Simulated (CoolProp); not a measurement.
C2F6 (R116) along the isobar 36.6 bar: fugacity coefficient from the reference equation and from simpler models built on Tc = 293.0 K, pc = 30.48 bar, ω = 0.257; each cubic takes its own stable root.

Values from CoolProp's reference Helmholtz-energy equation of state, Lemmon 2006. It is a short technical equation, of lower accuracy than the large ones.

```csv
T (K),phase,reference,van der Waals,Redlich-Kwong,Soave-Redlich-Kwong,Peng-Robinson
274.1,liquid,0.4197,0.5149,0.4523,0.4285,0.4115
295.7,supercritical,0.5967,0.6249,0.5981,0.6013,___
317.2,supercritical,0.7077,0.7063,___,___,0.6819
338.8,supercritical,0.7722,0.7559,0.7515,0.7735,0.7466
360.3,supercritical,___,0.7934,0.7949,0.8224,0.7957
381.9,supercritical,0.8563,___,0.8292,0.8608,0.8347
403.4,supercritical,0.8853,0.8480,0.8568,0.8912,0.8659
425,supercritical,0.9087,0.8685,0.8794,0.9158,0.8915
```

### Question
What belongs in the gaps?

### Answer

- 295.7, Peng-Robinson: 0.5781
- 317.2, Redlich-Kwong: 0.6936
- 317.2, Soave-Redlich-Kwong: 0.7082
- 360.3, reference: 0.8195
- 381.9, van der Waals: 0.8234
